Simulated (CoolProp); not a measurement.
Vapour-liquid equilibrium of diethyl ether (1) + ethanol (2) at 349.3 K; x and y are mole fractions of (1).

Computed with CoolProp (multi-fluid Helmholtz-energy mixture model, Thol 2014 and Schroeder 2014; pair parameters Bell 2016).

### Question
Give the bubble pressure and the first vapour's composition at x = 0.275, 0.425, 0.8. Is there an azeotrope?

### Answer
x = 0.275: 2.261 bar, y = 0.673; x = 0.425: 2.675 bar, y = 0.758; x = 0.8: 3.340 bar, y = 0.895. No azeotrope shows between x = 0.05 and 0.95.

The pair parameters rest on a limited set of measurements; away from them the model extrapolates.
